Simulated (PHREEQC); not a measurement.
**Brine: speciation**

Solution (25 °C): 0.26 mol/kgw H2SO4, 0.11 mol/kgw FeCl2 and 0.00013 mol/kgw LiCl. Closed to the air; pH follows from the charge balance.

Model: ion-association model, phreeqc.dat, run in PHREEQC.

No solid was allowed to form.

What pH, activity of water, ionic strength does the model give?

pH 0.64; activity of water 0.986; ionic strength 0.551 mol/kgw.

In which forms is S present?

HSO4- 71 %, FeHSO4+ 12 %, SO4-2 12 %, FeSO4 5.3 % of the S.

Complexes and solids missing from the database can't appear.
